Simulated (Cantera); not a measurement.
Feed: 1 mol Ti, 9.9 mol CO2, 41 mol H2, equilibrated at 1548 K and 3400 Pa.

Equilibrium computed with Cantera from the NASA thermochemical tables; the gas is ideal and each condensed phase is pure. Candidate condensed phases: C, C6H6, C7H8, C8H18, H2O, Ti, TiC, TiO, TiO2, Ti2O3, Ti3O5, Ti4O7; 113 gas species. Kinetics and transport are ignored.

Problem. What is the equilibrium state?

Solution. 
```json
{
  "x(H2)": "0.664",
  "x(CO)": "0.181",
  "x(H2O)": "0.141",
  "x(CO2)": "0.0138",
  "x(H)": "0.000136",
  "n(TiO2(rutile))": "1.00 mol",
  "gas_amount": "50.90 mol",
  "log10 activity of Ti4O7(s) (absent)": "-0.97",
  "log10 activity of Ti3O5(s) (absent)": "-1.11",
  "log10 activity of Ti2O3(s) (absent)": "-1.63"
}
```
